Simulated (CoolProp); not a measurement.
Saturation properties of nitrogen.

Model: reference Helmholtz-energy equation of state, Span 2000, in CoolProp.

```json
[
 {"T (K)": "78.4", "p (MPa)": "0.1144", "enthalpy of vaporisation (kJ/kg)": "197.8", "vapour Z": "0.9530", "surface tension (mN/m)": "8.64"},
 {"T (K)": "82.4", "p (MPa)": "0.1766", "enthalpy of vaporisation (kJ/kg)": "192.3", "vapour Z": "0.9361", "surface tension (mN/m)": "7.75"},
 {"T (K)": "86.5", "p (MPa)": "0.2638", "enthalpy of vaporisation (kJ/kg)": "186.2", "vapour Z": "0.9154", "surface tension (mN/m)": "6.86"},
 {"T (K)": "90.5", "p (MPa)": "0.3761", "enthalpy of vaporisation (kJ/kg)": "179.6", "vapour Z": "0.8917", "surface tension (mN/m)": "6.01"},
 {"T (K)": "94.5", "p (MPa)": "0.5201", "enthalpy of vaporisation (kJ/kg)": "172.4", "vapour Z": "0.8644", "surface tension (mN/m)": "5.18"},
 {"T (K)": "98.6", "p (MPa)": "0.7053", "enthalpy of vaporisation (kJ/kg)": "164.0", "vapour Z": "0.8324", "surface tension (mN/m)": "4.36"},
 {"T (K)": "102.6", "p (MPa)": "0.9279", "enthalpy of vaporisation (kJ/kg)": "154.9", "vapour Z": "0.7968", "surface tension (mN/m)": "3.59"},
 {"T (K)": "106.7", "p (MPa)": "1.204", "enthalpy of vaporisation (kJ/kg)": "144.2", "vapour Z": "0.7553", "surface tension (mN/m)": "2.83"},
 {"T (K)": "110.7", "p (MPa)": "1.526", "enthalpy of vaporisation (kJ/kg)": "132.0", "vapour Z": "0.7088", "surface tension (mN/m)": "2.12"},
 {"T (K)": "114.7", "p (MPa)": "1.906", "enthalpy of vaporisation (kJ/kg)": "117.5", "vapour Z": "0.6546", "surface tension (mN/m)": "1.46"},
 {"T (K)": "118.8", "p (MPa)": "2.363", "enthalpy of vaporisation (kJ/kg)": "98.72", "vapour Z": "0.5869", "surface tension (mN/m)": "0.845"},
 {"T (K)": "122.8", "p (MPa)": "2.883", "enthalpy of vaporisation (kJ/kg)": "72.64", "vapour Z": "0.4978", "surface tension (mN/m)": "0.320"}
]
```

It boils at 77.4 K under 1 atm.

Surface tension comes from a separate correlation (Mulero 2012).
